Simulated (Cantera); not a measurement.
Mixture: CH4 : CO : O2 : N2 = 1 : 0.18 : 1.04 : 3.45 (molar parts), equivalence ratio 2.0, at 11.0 bar, adiabatic and at constant volume. Ignition delay is the time to a rise of 400 K.

Computed with Cantera and GRI-Mech 3.0 (53 species, 325 reactions).

Problem. What does this change do: pressure from 11.0 bar to 0.410 bar?

Solution. 
```json
[
 {"quantity": "delay at 1123 K", "before": "22.2 ms", "after": "0.498 s"},
 {"quantity": "delay at 1173 K", "before": "10.6 ms", "after": "0.216 s"},
 {"quantity": "delay at 1223 K", "before": "5.36 ms", "after": "98.5 ms"},
 {"quantity": "delay at 1273 K", "before": "2.81 ms", "after": "46.9 ms"},
 {"quantity": "delay at 1323 K", "before": "1.53 ms", "after": "23.2 ms"},
 {"quantity": "delay at 1373 K", "before": "0.854 ms", "after": "12.0 ms"},
 {"quantity": "apparent activation energy between 1273 and 1373 K", "before": "170 kJ/mol", "after": "200 kJ/mol"}
]
```
